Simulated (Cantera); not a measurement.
Cantera with NASA thermochemical tables; ideal gases at 1 bar, condensed phases pure. Values are per mole of reaction as written; species without (g) are pure solids or liquids, kept so even where they would boil at 1 bar. TiC: taken at fixed stoichiometry.

Problem. Between 300 and 3000 K, where is each reaction favourable under standard conditions?
- 3 C₂H₂(g) + 2 TiCl₃(g) ⇌ 3 CH₂Cl₂(g) + C + 2 TiC

Solution. 
- 3 C₂H₂(g) + 2 TiCl₃(g) ⇌ 3 CH₂Cl₂(g) + C + 2 TiC: ΔG° is -149 kJ at 300 K and 883 kJ at 3000 K; it changes sign between 300 and 2200 K. ΔH° is -207 kJ and ΔS° -363 J/K at 3000 K.
